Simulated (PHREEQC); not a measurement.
Consider water at 25 °C with 1.7 mol KCl and 2.7 mol NaCl per kg of water. Closed to the air; pH follows from the charge balance.

The numbers come from PHREEQC with the Pitzer model, pitzer.dat.

This is a speciation only: nothing precipitates in the calculation.

Q: Predict the activity of water.

A: activity of water 0.845.
